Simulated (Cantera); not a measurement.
**Thermodynamics of silicon nitride deposition, feed SiH2Cl2 + N2 + NH3**

A closed system holds: 1 mol SiH2Cl2, 22 mol N2, 25 mol NH3, at 37.0 Pa.

Method: chemical equilibrium by Gibbs-energy minimisation in Cantera with the NASA 1993 tables (ideal gas, pure condensed phases). Candidate condensed phases: NH4Cl, Si, Si3N4; 28 gas species. The tables' values for SiCl, SiN are old estimates; treat these amounts as uncertain. Gases not in the tables: Si2H6 and higher silanes. Equilibrium is a limit: real reactors are often held back by kinetics, nucleation or transport.

```
T (°C)   x H2   x N2       x H   x HCl      x Si  n Si3N4(s)  n Si(l)
------  -----  -----  --------  ------  --------  ----------  -------
677     0.511  0.461   2.07e-8  0.0273    <1e-12       0.333        0
827     0.511  0.461   9.61e-7  0.0273    <1e-12       0.333        0
977     0.511  0.461   1.80e-5  0.0272  1.84e-10       0.333        0
1127    0.512  0.461  0.000181  0.0264   2.32e-7       0.323        0
1277    0.512  0.462   0.00117  0.0221   7.20e-5       0.269        0
1427    0.505  0.464   0.00544  0.0206   0.00183           0    0.618
1577    0.488  0.456    0.0196  0.0219    0.0107           0        0
1727    0.458  0.447    0.0572  0.0229    0.0122           0        0
```
x: gas mole fraction; n: condensed amount in mol.

From 677 °C to 1277 °C the condensed part is Si3N4(s). At 1427 °C the condensed part is Si(l). From 1577 °C to 1727 °C nothing is condensed. The main Si-bearing gas is SiCl4 at 677 °C and Si at 1727 °C.
